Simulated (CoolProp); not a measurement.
Vapour-liquid equilibrium of ethane (1) + n-perfluorobutane (2) at 246.2 K; x and y are mole fractions of (1).

Model: multi-fluid Helmholtz-energy mixture model, Bücker 2006 and Gao 2022; pair parameters Bell 2016, in CoolProp.

```json
[
 {"x": "0.05", "bubble pressure, mixture model (MPa)": "0.1390", "bubble pressure, Raoult's law (MPa)": "0.08942", "y, mixture model": "0.765", "y, Raoult's law": "0.652"},
 {"x": "0.15", "bubble pressure, mixture model (MPa)": "0.3464", "bubble pressure, Raoult's law (MPa)": "0.2027", "y, mixture model": "0.907", "y, Raoult's law": "0.862"},
 {"x": "0.25", "bubble pressure, mixture model (MPa)": "0.5194", "bubble pressure, Raoult's law (MPa)": "0.3159", "y, mixture model": "0.939", "y, Raoult's law": "0.922"},
 {"x": "0.35", "bubble pressure, mixture model (MPa)": "0.6464", "bubble pressure, Raoult's law (MPa)": "0.4292", "y, mixture model": "0.952", "y, Raoult's law": "0.950"},
 {"x": "0.45", "bubble pressure, mixture model (MPa)": "0.7349", "bubble pressure, Raoult's law (MPa)": "0.5424", "y, mixture model": "0.960", "y, Raoult's law": "0.967"},
 {"x": "0.55", "bubble pressure, mixture model (MPa)": "___", "bubble pressure, Raoult's law (MPa)": "0.6557", "y, mixture model": "0.965", "y, Raoult's law": "0.977"},
 {"x": "0.65", "bubble pressure, mixture model (MPa)": "0.8587", "bubble pressure, Raoult's law (MPa)": "0.7690", "y, mixture model": "0.969", "y, Raoult's law": "0.985"},
 {"x": "0.75", "bubble pressure, mixture model (MPa)": "0.9230", "bubble pressure, Raoult's law (MPa)": "0.8822", "y, mixture model": "___", "y, Raoult's law": "0.991"},
 {"x": "0.85", "bubble pressure, mixture model (MPa)": "1.003", "bubble pressure, Raoult's law (MPa)": "0.9955", "y, mixture model": "0.982", "y, Raoult's law": "0.995"},
 {"x": "0.95", "bubble pressure, mixture model (MPa)": "___", "bubble pressure, Raoult's law (MPa)": "1.109", "y, mixture model": "0.993", "y, Raoult's law": "0.999"}
]
```

Question: Fill in the missing entries.

Answer: 
- 0.55, bubble pressure, mixture model (MPa): 0.8003
- 0.75, y, mixture model: 0.975
- 0.95, bubble pressure, mixture model (MPa): 1.105

The largest gap from Raoult's law is +70.9 % in bubble pressure, at x = 0.15. No azeotrope shows between x = 0.05 and 0.95.

Pair parameters are fitted to limited data, so mixtures are less certain than the pure fluids. With so large a gap from Raoult's law the liquid may split in two, which this calculation doesn't test in full.
